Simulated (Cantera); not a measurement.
A freely propagating, adiabatic, planar premixed flame of CO : H₂ : O₂ : N₂ = 1 : 0.089 : 0.389 : 1.46 (molar parts), equivalence ratio 1.4, unburnt at 675 K and 4.93 atm; mixture-averaged transport, grid criteria slope 0.08 and curve 0.16, no radiation.

Model: GRI-Mech 3.0 (53 species, 325 reactions), integrated in Cantera. The hydrogen kinetics of GRI-Mech 3.0 are dated; newer H2 mechanisms differ, most at raised pressure. Burning velocities carry a grid error of a few per cent, more on coarse grids.

x: mole fraction of selected species; z is measured from the peak of heat release.

```json
[
 {"z (mm)": "-0.348", "T (K)": "675", "u (m/s)": "2.02", "x CO": "0.340", "x H₂": "0.0303", "x O₂": "0.132", "x OH": "<1e-8", "x H": "<1e-8", "x H₂O": "1.52e-8"},
 {"z (mm)": "-0.232", "T (K)": "675", "u (m/s)": "2.02", "x CO": "0.340", "x H₂": "0.0301", "x O₂": "0.132", "x OH": "<1e-8", "x H": "<1e-8", "x H₂O": "4.25e-7"},
 {"z (mm)": "-0.174", "T (K)": "675", "u (m/s)": "2.02", "x CO": "0.341", "x H₂": "0.0298", "x O₂": "0.132", "x OH": "<1e-8", "x H": "<1e-8", "x H₂O": "3.54e-6"},
 {"z (mm)": "-0.116", "T (K)": "676", "u (m/s)": "2.02", "x CO": "0.341", "x H₂": "0.0288", "x O₂": "0.133", "x OH": "<1e-8", "x H": "<1e-8", "x H₂O": "3.38e-5"},
 {"z (mm)": "-0.0579", "T (K)": "705", "u (m/s)": "2.10", "x CO": "0.341", "x H₂": "0.0241", "x O₂": "0.132", "x OH": "1.11e-6", "x H": "1.86e-6", "x H₂O": "0.000998"},
 {"z (mm)": "-0.0290", "T (K)": "938", "u (m/s)": "2.77", "x CO": "0.330", "x H₂": "0.0171", "x O₂": "0.123", "x OH": "0.000285", "x H": "0.000458", "x H₂O": "0.00762"},
 {"z (mm)": "0", "T (K)": "1405", "u (m/s)": "4.06", "x CO": "0.286", "x H₂": "0.00745", "x O₂": "0.0912", "x OH": "0.00175", "x H": "0.00444", "x H₂O": "0.0202"},
 {"z (mm)": "0.0290", "T (K)": "1738", "u (m/s)": "4.90", "x CO": "0.233", "x H₂": "0.00332", "x O₂": "0.0567", "x OH": "0.00377", "x H": "0.00847", "x H₂O": "0.0231"},
 {"z (mm)": "0.0579", "T (K)": "___", "u (m/s)": "5.34", "x CO": "___", "x H₂": "0.00312", "x O₂": "___", "x OH": "___", "x H": "___", "x H₂O": "0.0210"},
 {"z (mm)": "0.116", "T (K)": "2123", "u (m/s)": "5.78", "x CO": "0.177", "x H₂": "0.00333", "x O₂": "0.0281", "x OH": "0.00598", "x H": "0.00787", "x H₂O": "0.0210"},
 {"z (mm)": "0.232", "T (K)": "2295", "u (m/s)": "6.17", "x CO": "0.163", "x H₂": "0.00311", "x O₂": "___", "x OH": "0.00596", "x H": "___", "x H₂O": "___"},
 {"z (mm)": "0.464", "T (K)": "2435", "u (m/s)": "6.48", "x CO": "0.150", "x H₂": "0.00277", "x O₂": "0.0149", "x OH": "0.00526", "x H": "0.00291", "x H₂O": "0.0262"},
 {"z (mm)": "0.927", "T (K)": "2538", "u (m/s)": "6.70", "x CO": "0.140", "x H₂": "0.00249", "x O₂": "0.00962", "x OH": "0.00431", "x H": "0.00178", "x H₂O": "0.0280"}
]
```

**Question.** Complete the blanks.

**Answer.** 
- 0.0579, T (K): 1930
- 0.0579, x CO: 0.200
- 0.0579, x O₂: 0.0394
- 0.0579, x OH: 0.00505
- 0.0579, x H: 0.00956
- 0.232, x O₂: 0.0212
- 0.232, x H: 0.00490
- 0.232, x H₂O: 0.0238
